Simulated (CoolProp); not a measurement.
Vapour-liquid equilibrium of R22 (1) + R123 (2) at 14.45 °C; x and y are mole fractions of (1).

The numbers come from the multi-fluid Helmholtz-energy mixture model, Kamei 1995 and Younglove 1994; pair parameters Bell 2016 in CoolProp.

```json
[
 {"x": "0.05", "bubble pressure, mixture model (MPa)": "0.09207", "bubble pressure, Raoult's law (MPa)": "0.09653", "y, mixture model": "0.364", "y, Raoult's law": "0.402"},
 {"x": "0.15", "bubble pressure, mixture model (MPa)": "0.1592", "bubble pressure, Raoult's law (MPa)": "0.1681", "y, mixture model": "0.663", "y, Raoult's law": "0.693"},
 {"x": "0.25", "bubble pressure, mixture model (MPa)": "0.2300", "bubble pressure, Raoult's law (MPa)": "0.2397", "y, mixture model": "0.789", "y, Raoult's law": "0.810"},
 {"x": "0.35", "bubble pressure, mixture model (MPa)": "0.3023", "bubble pressure, Raoult's law (MPa)": "0.3114", "y, mixture model": "0.857", "y, Raoult's law": "0.873"},
 {"x": "0.45", "bubble pressure, mixture model (MPa)": "0.3746", "bubble pressure, Raoult's law (MPa)": "0.3830", "y, mixture model": "0.899", "y, Raoult's law": "0.913"},
 {"x": "0.55", "bubble pressure, mixture model (MPa)": "0.4463", "bubble pressure, Raoult's law (MPa)": "0.4546", "y, mixture model": "0.928", "y, Raoult's law": "0.940"},
 {"x": "0.65", "bubble pressure, mixture model (MPa)": "0.5172", "bubble pressure, Raoult's law (MPa)": "0.5262", "y, mixture model": "0.949", "y, Raoult's law": "0.960"},
 {"x": "0.75", "bubble pressure, mixture model (MPa)": "0.5883", "bubble pressure, Raoult's law (MPa)": "0.5978", "y, mixture model": "0.966", "y, Raoult's law": "0.975"},
 {"x": "0.85", "bubble pressure, mixture model (MPa)": "0.6609", "bubble pressure, Raoult's law (MPa)": "0.6694", "y, mixture model": "0.981", "y, Raoult's law": "0.986"},
 {"x": "0.95", "bubble pressure, mixture model (MPa)": "0.7368", "bubble pressure, Raoult's law (MPa)": "0.7410", "y, mixture model": "0.994", "y, Raoult's law": "0.996"}
]
```

The largest gap from Raoult's law is -5.3 % in bubble pressure, at x = 0.15. No azeotrope shows between x = 0.05 and 0.95.

Pair parameters are fitted to limited data, so mixtures are less certain than the pure fluids.
